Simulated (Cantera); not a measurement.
Input: 1 mol C₆H₆, 0.76 mol H₂O, 3 mol H₂, equilibrated at 0.460 bar.

Equilibrium computed with Cantera from the NASA thermochemical tables; the gas is ideal and each condensed phase is pure. Candidate condensed phases: C, C₆H₆, C₇H₈, C₈H₁₈, H₂O; 110 gas species. Rates play no part.

x: gas mole fraction; n: condensed amount in mol.

```json
[
 {"T (K)": "975", "x H₂": "0.853", "x CO": "0.0822", "x CH₄": "0.0421", "x H₂O": "0.0194", "x CO₂": "0.00299", "x C₂H₄": "…", "x C₂H₆": "2.92e-7", "n C(graphite)": "5.10"},
 {"T (K)": "1000", "x H₂": "0.863", "x CO": "0.0881", "x CH₄": "0.0327", "x H₂O": "0.0138", "x CO₂": "0.00203", "x C₂H₄": "…", "x C₂H₆": "2.19e-7", "n C(graphite)": "5.12"},
 {"T (K)": "1025", "x H₂": "0.871", "x CO": "0.0923", "x CH₄": "0.0256", "x H₂O": "0.00981", "x CO₂": "0.00135", "x C₂H₄": "…", "x C₂H₆": "1.65e-7", "n C(graphite)": "5.13"},
 {"T (K)": "1050", "x H₂": "0.877", "x CO": "0.0952", "x CH₄": "0.0202", "x H₂O": "0.00697", "x CO₂": "0.000890", "x C₂H₄": "…", "x C₂H₆": "1.25e-7", "n C(graphite)": "5.15"},
 {"T (K)": "1075", "x H₂": "0.881", "x CO": "0.0971", "x CH₄": "0.0161", "x H₂O": "0.00497", "x CO₂": "0.000589", "x C₂H₄": "…", "x C₂H₆": "9.61e-8", "n C(graphite)": "5.16"},
 {"T (K)": "1100", "x H₂": "0.885", "x CO": "0.0984", "x CH₄": "0.0129", "x H₂O": "0.00358", "x CO₂": "0.000393", "x C₂H₄": "…", "x C₂H₆": "7.43e-8", "n C(graphite)": "5.17"},
 {"T (K)": "1125", "x H₂": "0.887", "x CO": "0.0993", "x CH₄": "0.0105", "x H₂O": "0.00261", "x CO₂": "0.000265", "x C₂H₄": "…", "x C₂H₆": "5.79e-8", "n C(graphite)": "5.18"},
 {"T (K)": "1150", "x H₂": "0.890", "x CO": "0.0999", "x CH₄": "0.00852", "x H₂O": "0.00192", "x CO₂": "0.000181", "x C₂H₄": "…", "x C₂H₆": "4.56e-8", "n C(graphite)": "5.19"},
 {"T (K)": "1175", "x H₂": "0.891", "x CO": "0.100", "x CH₄": "0.00700", "x H₂O": "0.00142", "x CO₂": "0.000125", "x C₂H₄": "…", "x C₂H₆": "3.62e-8", "n C(graphite)": "5.20"}
]
```

Fill in the missing entries.


- 975, x C₂H₄: 1.76e-7
- 1000, x C₂H₄: 2.03e-7
- 1025, x C₂H₄: 2.31e-7
- 1050, x C₂H₄: 2.60e-7
- 1075, x C₂H₄: 2.90e-7
- 1100, x C₂H₄: 3.22e-7
- 1125, x C₂H₄: 3.54e-7
- 1150, x C₂H₄: 3.88e-7
- 1175, x C₂H₄: 4.23e-7
